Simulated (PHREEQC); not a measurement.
Consider water at 43 °C with 11 mmol/kgw TMAH, 0.0017 mmol/kgw H4SiO4 and 65 mmol/kgw K3PO4. Closed to the air; pH follows from the charge balance.

All values are PHREEQC results (ion-association model, phreeqc.dat), not measurements.

Precipitation was switched off in this run.

Order these Si species by the share of Si that they hold, largest first: H4SiO4, H3SiO4-, H2SiO4-2.

H3SiO4- (78 %), H2SiO4-2 (22 %), H4SiO4 (0.36 %)

Order these P species by the share of P that they hold, largest first: KHPO4-, HPO4-2, PO4-3.

PO4-3 (73 %), HPO4-2 (25 %), KHPO4- (2.0 %)

The pH is 11.72 and the ionic strength 0.364 mol/kgw. Species that the database lacks are ignored. (CH3)4N+ isn't in the database: it is added as a free cation with an ion size of 4 Å. Away from 25 °C the constants follow the database's enthalpies or fits; those with neither stay at their 25 °C values.
